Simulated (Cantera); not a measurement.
A closed system holds: 1 mol BN, a varied amount of O₂, held at 952 °C and 2.90 Pa.

These are equilibrium values from Cantera (NASA tables, ideal gas, pure condensed phases), not measurements of a reactor. Candidate condensed phases: B, BN, B₂O₃; 17 gas species. Rates play no part.

Q: At 1.2 mol O₂, list the 5 most abundant gas species with their mole fractions, and the condensed phases.

A: N₂ 0.526, O₂ 0.473, B₂O₃ 0.000706, NO 0.000289, BO₂ 6.14e-5. Condensed: B₂O₃(l).
